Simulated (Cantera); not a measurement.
A Cantera script and what it prints.

```python
import numpy as np
import cantera as ct

gas_names = """
    H H2 N NH NH2 NH3 N2 N2H2 N2H4 Si SiH SiH2 SiH3 SiH4 SiN Si2 Si2N Si3
""".split()
cond_names = """
    Si(cr) Si(L) Si3N4(a)
""".split()


# ... load() reads the species with a 1 bar reference pressure and builds the phases ...
atoms = {
    'trisilylamine': {'Si': 3, 'N': 1, 'H': 9},
    'NH3': {'N': 1, 'H': 3},
}
top_T = {'Si3N4(a)': 2400}  # K; cautious upper limits of use, not melting points


# ... equilibrate(T, P, feed) seeds the gas with the atoms and calls Mixture.equilibrate('TP', solver="vcs", rtol=1e-11, max_steps=5000) ...
results = []
feed = {'trisilylamine': 1, 'NH3': 7.5}  # mol
P = 380  # Pa
for T in [1050, 1125, 1200, 1275, 1350, 1425, 1500, 1575, 1650, 1725, 1800]:
    mix = equilibrate(T, P, feed)
    results.append((T, P, feed, dict(zip(mix.species_names, mix.species_moles))))

top = {s: max(r[3][s] / sum(r[3][g] for g in gas_names) for r in results) for s in gas_names}
cols = sorted((s for s in top if top[s] > 1e-05), key=lambda s: -top[s])[:7]
seen = [c for c in cond_names if any(r[3].get(c, 0) > 1e-12 for r in results)]
print("log10 of partial pressures in bar; condensed amounts in mol")
print(f"{'T/K':>10s}" + "".join(f"{s[:9]:>10s}" for s in cols + seen))
for T, P, feed, n in results:
    ng = sum(n[g] for g in gas_names)
    print(f"{T:10.4g}" + "".join(f"{np.log10(max(n[s] / ng * P / 1e5, 1e-99)):10.3f}" for s in cols)
          + "".join(f"{n.get(c, 0):10.4g}" for c in seen))
```

Result:

```
log10 of partial pressures in bar; condensed amounts in mol
       T/K        H2        N2         H        Si       SiH      SiH2      Si2N    Si(cr)     Si(L)  Si3N4(a)
      1050    -2.478    -3.323    -9.330   -18.995   -18.582   -16.263   -23.891         0         0         1
      1125    -2.478    -3.323    -8.591   -16.688   -16.529   -14.638   -20.944         0         0         1
      1200    -2.478    -3.323    -7.944   -14.672   -14.735   -13.218   -18.371         0         0         1
      1275    -2.478    -3.323    -7.372   -12.896   -13.156   -11.966   -16.104         0         0         1
      1350    -2.478    -3.323    -6.862   -11.319   -11.754   -10.855   -14.094         0         0         1
      1425    -2.478    -3.323    -6.405    -9.911   -10.502    -9.862   -12.300         0         0         1
      1500    -2.478    -3.323    -5.994    -8.645    -9.378    -8.970   -10.688         0         0         1
      1575    -2.479    -3.323    -5.621    -7.502    -8.363    -8.164    -9.234         0         0    0.9999
      1650    -2.508    -3.161    -5.296    -6.572    -7.564    -7.571    -8.050     1.865         0    0.3776
      1725    -2.525    -3.094    -4.994    -5.993    -7.101    -7.289    -7.550         0     2.994         0
      1800    -2.527    -3.094    -4.710    -5.498    -6.704    -7.051    -7.193         0     2.981         0
```

Cantera equilibrium calculation (NASA polynomials, part measured and part estimated; ideal gas, pure solids and liquids). The feed counts by its element totals alone. Mutual solubility and eutectic melting of coexisting phases are not modelled. The tables' values for SiN are old estimates; treat these amounts as uncertain. Gases not in the tables: Si2H6 and higher silanes.
